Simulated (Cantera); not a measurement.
Silicon epitaxy and polysilicon growth: Si3H8 + Cl2 + N2

Feed: 1 mol Si3H8, 0.0092 mol Cl2, 11 mol N2.

These are equilibrium values from Cantera (NASA tables, ideal gas, pure condensed phases), not measurements of a reactor. Candidate condensed phases: NH4Cl, Si, Si3N4; 28 gas species. The feed counts by its element totals alone. N2 is the only nitrogen source here; it is nearly inert below about 1500 K, so the nitride shown seldom forms there in practice. The tables' values for SiCl3 are old estimates. Rates play no part.

### Question
Map the stable condensed phases over T = 1473, 1498, 1523, 1548, 1573, 1598, 1623, 1648, 1673, 1698, 1723, 1748, 1773, 1798 K and P in Pa = 100, 350, 1300, 4500, 16000, 56000, 200000.

### Answer
```
T in K \ P in Pa
            100    350   1300   4500  16000  56000 200000
   1798       A      A      B      B      B      B      B
   1773       A      A      B      B      B      B      B
   1748       A      A      B      B      B      B      B
   1723       A      B      B      B      B      B      B
   1698       A      B      B      B      B      B      B
   1673       A      B      B      B      B      B      B
   1648       B      B      B      B      B      B      B
   1623       B      B      B      B      B      B      B
   1598       B      B      B      B      B      B      B
   1573       B      B      B      B      B      B      B
   1548       B      B      B      B      B      B      B
   1523       B      B      B      B      B      B      B
   1498       B      B      B      B      B      B      B
   1473       B      B      B      B      B      B      B
```
A: Si; B: Si3N4.
